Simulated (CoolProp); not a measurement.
Saturation properties of R365MFC.

The numbers come from the reference Helmholtz-energy equation of state, Lemmon 2016 in CoolProp.

| T (K) | p (MPa) | liquid density (kg/m³) | liquid cp (kJ/(kg K)) | surface tension (mN/m) |
|---|---|---|---|---|
| 323.4 | ___ | 1201 | 1.430 | ___ |
| 327.9 | 0.1664 | 1191 | 1.440 | 11.8 |
| 332.4 | 0.1920 | 1180 | 1.451 | 11.3 |
| 337 | 0.2212 | 1169 | 1.462 | ___ |
| 341.5 | 0.2530 | 1159 | 1.474 | 10.3 |
| 346 | 0.2883 | 1148 | 1.486 | 9.87 |
| 350.5 | 0.3271 | ___ | ___ | 9.40 |
| 355.1 | 0.3709 | 1124 | 1.511 | 8.93 |
| 359.6 | 0.4179 | 1113 | 1.524 | 8.47 |
| 364.1 | 0.4693 | 1101 | 1.538 | 8.01 |
| 368.6 | 0.5253 | 1088 | 1.553 | ___ |

Fill in the missing entries.


- 323.4, p (MPa): 0.1435
- 323.4, surface tension (mN/m): 12.3
- 337, surface tension (mN/m): 10.8
- 350.5, liquid density (kg/m³): 1136
- 350.5, liquid cp (kJ/(kg K)): 1.498
- 368.6, surface tension (mN/m): 7.56

It boils at 313.3 K under 1 atm.

Surface tension comes from a separate correlation (Mulero 2012).
